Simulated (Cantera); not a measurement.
**Gas-phase reforming**

An isothermal, constant-pressure homogeneous reactor starts with CH4 : CO2 : H2 = 1 : 0.34 : 0.46 (molar parts), at 2000 K and 3300 Torr.

Computed with Cantera and GRI-Mech 3.0 (53 species, 325 reactions). GRI-Mech 3.0 stops at C3 and has no aromatics, soot or wall deposition, so with more carbon than oxygen in the feed, carbon stays in small species such as C2H2 where larger ones or solid carbon would form.

```json
[
 {"t (s)": "0.000100", "x CH4": "0.217", "x CO2": "0.115", "x H2": "0.488", "x C2H2": "0.0983", "x H2O2": "2.31e-12", "x C2H4": "0.00871"},
 {"t (s)": "0.000270", "x CH4": "0.110", "x CO2": "0.0604", "x H2": "0.538", "x C2H2": "0.136", "x H2O2": "5.78e-12", "x C2H4": "0.00393"},
 {"t (s)": "0.000728", "x CH4": "0.0483", "x CO2": "0.0145", "x H2": "0.556", "x C2H2": "0.153", "x H2O2": "9.81e-12", "x C2H4": "0.00285"},
 {"t (s)": "0.00196", "x CH4": "0.0253", "x CO2": "0.00496", "x H2": "0.582", "x C2H2": "0.150", "x H2O2": "7.60e-12", "x C2H4": "0.00266"},
 {"t (s)": "0.00529", "x CH4": "0.0192", "x CO2": "0.00360", "x H2": "0.613", "x C2H2": "0.133", "x H2O2": "3.12e-12", "x C2H4": "0.00244"},
 {"t (s)": "0.0143", "x CH4": "0.0150", "x CO2": "0.00166", "x H2": "0.645", "x C2H2": "0.113", "x H2O2": "<1e-12", "x C2H4": "0.00216"},
 {"t (s)": "0.0385", "x CH4": "0.0120", "x CO2": "0.000255", "x H2": "0.664", "x C2H2": "0.101", "x H2O2": "<1e-12", "x C2H4": "0.00197"},
 {"t (s)": "0.104", "x CH4": "0.0115", "x CO2": "2.52e-6", "x H2": "0.668", "x C2H2": "0.0987", "x H2O2": "<1e-12", "x C2H4": "0.00194"},
 {"t (s)": "0.280", "x CH4": "0.0115", "x CO2": "3.84e-7", "x H2": "0.668", "x C2H2": "0.0987", "x H2O2": "<1e-12", "x C2H4": "0.00194"},
 {"t (s)": "0.756", "x CH4": "0.0115", "x CO2": "3.84e-7", "x H2": "0.668", "x C2H2": "0.0987", "x H2O2": "<1e-12", "x C2H4": "0.00194"},
 {"t (s)": "2.04", "x CH4": "0.0115", "x CO2": "3.84e-7", "x H2": "0.668", "x C2H2": "0.0987", "x H2O2": "<1e-12", "x C2H4": "0.00194"},
 {"t (s)": "5.50", "x CH4": "0.0115", "x CO2": "3.84e-7", "x H2": "0.668", "x C2H2": "0.0987", "x H2O2": "<1e-12", "x C2H4": "0.00194"},
 {"t (s)": "14.8", "x CH4": "0.0115", "x CO2": "3.84e-7", "x H2": "0.668", "x C2H2": "0.0987", "x H2O2": "<1e-12", "x C2H4": "0.00194"},
 {"t (s)": "40.0", "x CH4": "0.0115", "x CO2": "3.84e-7", "x H2": "0.668", "x C2H2": "0.0987", "x H2O2": "<1e-12", "x C2H4": "0.00194"}
]
```
x: mole fraction; the columns are a selection and need not sum to one.

Equilibrium at this temperature and pressure: CH4 0.0115, CO2 3.86e-7, H2 0.668, C2H2 0.0987, H2O2 <1e-12, C2H4 0.00194 (gas phase only).
